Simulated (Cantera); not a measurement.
**CCl4 + Si + H2 (fluorocarbon and chlorocarbon gases)**

Charge: 1 mol CCl4, 0.063 mol Si, 3.9 mol H2, at 0.130 bar.

Method: chemical equilibrium by Gibbs-energy minimisation in Cantera with the NASA 1993 tables (ideal gas, pure condensed phases). Candidate condensed phases: C, C6H6, C7H8, C8H18, Si, SiC; 123 gas species. Ions and electrons are included (thermal ionisation). The tables' values for SiCl, SiCl3, CCl are old estimates; treat these amounts as uncertain. Rates play no part.

From 2500 K to 3000 K the condensed part is C(graphite). From 3250 K to 5000 K nothing is condensed. The main Si-bearing gas is SiCl2 at 2500 K and Si at 5000 K.

| T (K) | x H | x HCl | x H2 | x Cl | x C | x C3 | x C2H2 (acetylene) | n C(graphite) |
|---|---|---|---|---|---|---|---|---|
| 2500 | 0.0394 | 0.577 | 0.319 | 0.0503 | 1.28e-6 | 3.82e-6 | 0.00345 | 0.955 |
| 2750 | 0.102 | 0.473 | 0.291 | 0.115 | 2.90e-5 | 0.000130 | 0.00819 | 0.869 |
| 3000 | 0.211 | 0.325 | 0.233 | 0.201 | 0.000390 | 0.00240 | 0.0145 | 0.626 |
| 3250 | 0.350 | 0.176 | 0.154 | 0.268 | 0.00296 | 0.0169 | 0.0134 | 0 |
| 3500 | 0.481 | 0.0817 | 0.0864 | 0.302 | 0.00979 | 0.0177 | 0.00340 | 0 |
| 3750 | 0.558 | 0.0344 | 0.0403 | 0.313 | 0.0244 | 0.0127 | 0.000627 | 0 |
| 4000 | 0.588 | 0.0145 | 0.0177 | 0.313 | 0.0461 | 0.00578 | 8.82e-5 | 0 |
| 4250 | 0.597 | 0.00649 | 0.00805 | 0.312 | 0.0643 | 0.00146 | 9.35e-6 | 0 |
| 4500 | 0.601 | 0.00316 | 0.00393 | 0.311 | 0.0727 | 0.000255 | 8.86e-7 | 0 |
| 4750 | 0.603 | 0.00166 | 0.00206 | 0.311 | 0.0757 | 4.34e-5 | 9.34e-8 | 0 |
| 5000 | 0.605 | 0.000925 | 0.00115 | 0.311 | 0.0768 | 8.29e-6 | 1.18e-8 | 0 |
x: gas mole fraction; n: condensed amount in mol.
